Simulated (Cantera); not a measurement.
A perfectly stirred reactor is fed with 17.2 % CH4, 82.8 % N2, at 0.0267 bar; it is held at 1950 K, and followed from long to short residence time.

Cantera simulation using GRI-Mech 3.0 (53 species, 325 reactions); the numbers are that mechanism's predictions, not measurements. GRI-Mech 3.0 stops at C3 and has no aromatics, soot or wall deposition, so with more carbon than oxygen in the feed, carbon stays in small species such as C2H2 where larger ones or solid carbon would form. Radical loss at walls, strong at low pressure, is not modelled.

One state of this run: x CH4 = 0.0849; x CH2 = 1.26e-5; x H = 0.000378; x C2H6 = 2.54e-5; x CH3 = 0.00506; x C2H4 = 0.00379; x C2H2 = 0.0314. x: mole fraction; the columns are a selection and need not sum to one.

Q: Which value of τ (s) does it belong to?
A. 0.0091
B. 0.36
C. 0.66
D. 0.031

A: A, 0.0091
